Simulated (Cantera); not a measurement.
What does this Cantera script print?

```python
import numpy as np
import cantera as ct

gas_names = """
    C2H2,acetylene HCN NH3
""".split()
cond_names = """
    Ta(cr) Ta(L) TaC(s) TaC(L)
""".split()


# ... load() reads the species with a 1 bar reference pressure and builds the phases ...
species = {s.name: s for s in load("nasa_gas.yaml", gas_names) + load("nasa_condensed.yaml", cond_names)}
# Each term lists the table entries of one substance; the one whose range holds T is used.
reactions = {
    'C2H2(g) + 3 Ta + HCN(g) = NH3(g) + 3 TaC':
        [(-1, ['C2H2,acetylene']), (-3, ['Ta(cr)', 'Ta(L)']), (-1, ['HCN']), (1, ['NH3']), (3, ['TaC(s)', 'TaC(L)'])],
}


def pick(names, T):
    return next(species[n] for n in names if species[n].thermo.min_temp <= T <= species[n].thermo.max_temp)


results = []
for label, terms in reactions.items():
    print(label)
    print("     T/K   dH/kJ  dS/(J/K)   dG/kJ   log10 K")
    for T in [1398, 1548, 1698, 1848, 1998, 2148, 2298, 2448, 2598]:
        used = [(nu, pick(names, T)) for nu, names in terms]
        dH = sum(nu * s.thermo.h(T) for nu, s in used) / 1e6
        dS = sum(nu * s.thermo.s(T) for nu, s in used) / 1e3
        dG = dH - T * dS / 1e3
        logK = -dG * 1e6 / (ct.gas_constant * T * np.log(10))
        results.append((label, T, dH, dS, dG, logK, [s.name for _, s in used]))
        print(f"{T:8g} {dH:8.1f} {dS:8.1f} {dG:8.1f} {logK:8.2f}")
```

It prints:

```
C2H2(g) + 3 Ta + HCN(g) = NH3(g) + 3 TaC
     T/K   dH/kJ  dS/(J/K)   dG/kJ   log10 K
    1398   -836.3   -203.8   -551.4    20.60
    1548   -834.5   -202.6   -520.9    17.58
    1698   -832.5   -201.3   -490.6    15.09
    1848   -830.3   -200.1   -460.5    13.02
    1998   -827.9   -198.8   -430.6    11.26
    2148   -825.3   -197.6   -400.9     9.75
    2298   -822.6   -196.4   -371.4     8.44
    2448   -819.8   -195.2   -342.0     7.30
    2598   -817.1   -194.1   -312.8     6.29
```

Standard-state values (1 bar) from the NASA 1993 polynomials, evaluated with Cantera. TaC: taken at fixed stoichiometry. Condensed species are held in their standard states even where they would react or evaporate.
